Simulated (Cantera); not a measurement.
Charge: 1 mol SiCl4, 0.0062 mol C2H2, 160 mol H2, at 18.0 mbar.

These are equilibrium values from Cantera (NASA tables, ideal gas, pure condensed phases), not measurements of a reactor. Candidate condensed phases: C, C6H6, C7H8, C8H18, Si, SiC; 109 gas species. Mutual solubility and eutectic melting of coexisting phases are not modelled. The tables' values for SiCl are old estimates; treat these amounts as uncertain. Gases not in the tables: Si2H6 and higher silanes. Equilibrium is a limit: real reactors are often held back by kinetics, nucleation or transport.

x: gas mole fraction; n: condensed amount in mol.

```tsv
T (°C)	x H2	x HCl	x H	x SiCl2	n Si(s)	n SiC(s)	n Si(l)
1375	0.976	0.0213	(withheld)	0.00166	0.713	0.0123	0
1400	0.976	0.0213	(withheld)	0.00167	0.707	0.0123	0
1425	0.976	0.0213	(withheld)	0.00167	0	0.0123	0.704
1450	0.976	0.0214	(withheld)	0.00162	0	0.0123	0.707
1475	0.975	0.0215	(withheld)	0.00157	0	0.0122	0.709
1500	0.975	0.0215	(withheld)	0.00153	0	0.0122	0.707
1525	0.974	0.0216	(withheld)	0.00148	0	0.0120	0.702
1550	0.973	0.0216	(withheld)	0.00144	0	0.0118	0.692
1575	0.972	0.0217	(withheld)	0.00140	0	0.0115	0.676
```

**Question.** Fill in the missing entries.

**Answer.** 
- 1375, x H: 0.000656
- 1400, x H: 0.000839
- 1425, x H: 0.00106
- 1450, x H: 0.00134
- 1475, x H: 0.00168
- 1500, x H: 0.00209
- 1525, x H: 0.00259
- 1550, x H: 0.00319
- 1575, x H: 0.00390
